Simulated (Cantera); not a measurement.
A closed system holds: 1 mol TEOS, 0.43 mol H2O, 10 mol H2, held at 850 K and 0.120 bar.

Cantera equilibrium calculation (NASA polynomials, part measured and part estimated; ideal gas, pure solids and liquids). Candidate condensed phases: C, C6H6, C7H8, C8H18, H2O, Si, SiC, SiO2; 123 gas species. The feed counts by its element totals alone. Kinetics and transport are ignored.

Base state: H2 0.839, CO 0.0583, CH4 0.0526, H2O 0.0414, CO2 0.00878 (mole fractions); condensed: C(graphite) + SiO2(β-quartz).

### Question
What changes in the equilibrium state with this change: H2O from 0.43 to 12 mol?

### Answer
| species | before | after |
|---|---|---|
| H2 | 0.839 | 0.677 |
| CO | 0.0583 | 0.124 |
| H2O | 0.0414 | 0.114 |
| CO2 | 0.00878 | 0.0636 |
| CH4 | 0.0526 | 0.0213 |
| C(graphite), mol | 5.52 | 0 |
| SiO2(β-quartz), mol | 1.00 | 1.00 |
